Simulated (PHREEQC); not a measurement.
# Hard or scaling water

Make-up at 25 °C: 0.0014 mol BaCl2, 0.024 mol NaOH and 0.00063 mol H4SiO4 per kg of water. Closed to the air; pH follows from the charge balance.

The numbers come from PHREEQC with the Pitzer model, pitzer.dat.

This is a speciation only: nothing precipitates in the calculation.

Task: Estimate the pH, specific conductance, osmotic coefficient.

Result: pH 12.29; specific conductance 5530 µS/cm; osmotic coefficient 0.948.

Task: In which forms is Si present?

Result: H3SiO4- 81 %, H2SiO4-2 19 % of the Si.
